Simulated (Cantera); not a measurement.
Reactions in the system H-Na-S

Standard-state values (1 bar) from the NASA 1993 polynomials, evaluated with Cantera. Values are per mole of reaction as written; species without (g) are pure solids or liquids, kept so even where they would boil at 1 bar.

H2S(g) + 2 Na ⇌ Na2S + 2 H(g)

```json
[
 {"T (K)": "300", "ΔH° (kJ)": "90.5", "ΔS° (J/K)": "17.5", "ΔG° (kJ)": "85.2", "log10 K": "-14.83", "condensed phases": "Na(s), Na2S(s)"},
 {"T (K)": "423", "ΔH° (kJ)": "88.9", "ΔS° (J/K)": "13.7", "ΔG° (kJ)": "83.1", "log10 K": "-10.26", "condensed phases": "Na(l), Na2S(s)"},
 {"T (K)": "523", "ΔH° (kJ)": "91.7", "ΔS° (J/K)": "19.7", "ΔG° (kJ)": "81.4", "log10 K": "-8.13", "condensed phases": "Na(l), Na2S(s)"},
 {"T (K)": "623", "ΔH° (kJ)": "94.7", "ΔS° (J/K)": "24.9", "ΔG° (kJ)": "79.2", "log10 K": "-6.64", "condensed phases": "Na(l), Na2S(s)"},
 {"T (K)": "723", "ΔH° (kJ)": "97.8", "ΔS° (J/K)": "29.5", "ΔG° (kJ)": "76.5", "log10 K": "-5.52", "condensed phases": "Na(l), Na2S(s)"},
 {"T (K)": "823", "ΔH° (kJ)": "100.9", "ΔS° (J/K)": "33.5", "ΔG° (kJ)": "73.3", "log10 K": "-4.65", "condensed phases": "Na(l), Na2S(s)"},
 {"T (K)": "923", "ΔH° (kJ)": "104.0", "ΔS° (J/K)": "37.1", "ΔG° (kJ)": "69.8", "log10 K": "-3.95", "condensed phases": "Na(l), Na2S(s)"},
 {"T (K)": "1023", "ΔH° (kJ)": "107.1", "ΔS° (J/K)": "40.3", "ΔG° (kJ)": "65.9", "log10 K": "-3.36", "condensed phases": "Na(l), Na2S(s)"},
 {"T (K)": "1123", "ΔH° (kJ)": "111.2", "ΔS° (J/K)": "44.0", "ΔG° (kJ)": "61.7", "log10 K": "-2.87", "condensed phases": "Na(l), Na2S(s)"},
 {"T (K)": "1223", "ΔH° (kJ)": "119.1", "ΔS° (J/K)": "50.8", "ΔG° (kJ)": "57.0", "log10 K": "-2.43", "condensed phases": "Na(l), Na2S(s)"},
 {"T (K)": "1323", "ΔH° (kJ)": "131.3", "ΔS° (J/K)": "60.4", "ΔG° (kJ)": "51.4", "log10 K": "-2.03", "condensed phases": "Na(l), Na2S(s)"}
]
```
